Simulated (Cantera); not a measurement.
What does this Cantera script print?

```python
import numpy as np
import cantera as ct

gas = ct.Solution("gri30.yaml")
gas.TPX = 2025, 2666, {'CH4': 0.025, 'H2': 1, 'N2': 0.0025}
reactor = ct.IdealGasConstPressureReactor(gas, energy="off", clone=False)
net = ct.ReactorNet([reactor])
net.rtol, net.atol = 1e-08, 1e-18
show = ['CH4', 'H2', 'CH3', 'C2H6', 'CH2', 'HCN', 'C2H']
times = np.geomspace(1e-05, 9, 15)

steps = ct.SolutionArray(gas, extra=["t"])
rows = []
print(f"{'t/s':>10s}{'T/K':>9s}{'P/Pa':>11s}" + "".join(f"{s:>11s}" for s in show))
for t in times:
    while net.time < t:
        t_next = net.step()
        steps.append(gas.state, t=t_next)
    rows.append([np.interp(t, steps.t, y) for y in (steps.T, steps.P, *steps(*show).X.T)])
    print(f"{t:10.3e}{rows[-1][0]:9.1f}{rows[-1][1]:11.4g}" + "".join(f"{x:11.3e}" for x in rows[-1][2:]))
rate = np.gradient(steps.T, steps.t)
print("integrator steps:", len(steps.t))
if steps.T.max() > steps.T[0] + 200:
    print(f"time of steepest temperature rise: {steps.t[rate.argmax()]:.4e} s")
gas.TPX = 2025, 2666, {'CH4': 0.025, 'H2': 1, 'N2': 0.0025}
gas.equilibrate("TP")
print(f"equilibrium (TP): T = {gas.T:.1f} K  " + "  ".join(f"{s} {gas[s].X[0]:.3e}" for s in show))
```

It prints:

```
       t/s      T/K       P/Pa        CH4         H2        CH3       C2H6        CH2        HCN        C2H
 1.000e-05   2025.0       2666  2.432e-02  9.732e-01  6.498e-06  2.861e-12  4.035e-11  1.520e-17  2.167e-21
 2.663e-05   2025.0       2666  2.432e-02  9.732e-01  1.537e-05  5.530e-11  3.267e-10  9.997e-17  4.702e-19
 7.089e-05   2025.0       2666  2.429e-02  9.732e-01  3.753e-05  7.909e-10  2.743e-09  7.137e-16  7.919e-17
 1.888e-04   2025.0       2666  2.423e-02  9.730e-01  9.603e-05  8.373e-09  2.188e-08  8.747e-15  1.205e-14
 5.026e-04   2025.0       2666  2.407e-02  9.727e-01  2.500e-04  6.576e-08  1.597e-07  2.705e-13  1.858e-12
 1.338e-03   2025.0       2666  2.361e-02  9.719e-01  6.451e-04  3.917e-07  1.067e-06  1.259e-11  2.724e-10
 3.563e-03   2025.0       2666  2.198e-02  9.703e-01  1.509e-03  1.466e-06  5.723e-06  5.591e-10  2.193e-08
 9.487e-03   2025.0       2666  1.594e-02  9.704e-01  1.984e-03  1.659e-06  1.289e-05  1.111e-08  3.873e-07
 2.526e-02   2025.0       2666  7.074e-03  9.739e-01  1.093e-03  4.167e-07  9.729e-06  5.743e-08  1.252e-06
 6.726e-02   2025.0       2666  2.134e-03  9.753e-01  3.937e-04  4.570e-08  4.588e-06  1.548e-07  2.021e-06
 1.791e-01   2025.0       2666  5.664e-04  9.749e-01  1.202e-04  3.706e-09  1.678e-06  2.929e-07  2.521e-06
 4.768e-01   2025.0       2666  1.628e-04  9.743e-01  3.742e-05  3.344e-10  5.730e-07  4.399e-07  2.786e-06
 1.270e+00   2025.0       2666  5.953e-05  9.741e-01  1.402e-05  4.922e-11  2.210e-07  5.857e-07  2.870e-06
 3.380e+00   2025.0       2666  3.775e-05  9.741e-01  8.910e-06  2.222e-11  1.409e-07  7.756e-07  2.879e-06
 9.000e+00   2025.0       2666  3.648e-05  9.741e-01  8.610e-06  2.102e-11  1.362e-07  1.201e-06  2.879e-06
integrator steps: 1156
equilibrium (TP): T = 2025.0 K  CH4 3.465e-05  H2 9.741e-01  CH3 8.178e-06  C2H6 1.894e-11  CH2 1.293e-07  HCN 2.423e-03  C2H 2.583e-06
```

Detailed kinetics in Cantera: GRI-Mech 3.0 (53 species, 325 reactions). GRI-Mech 3.0 stops at C3 and has no aromatics, soot or wall deposition, so with more carbon than oxygen in the feed, carbon stays in small species such as C2H2 where larger ones or solid carbon would form. Radical loss at walls, strong at low pressure, is not modelled.
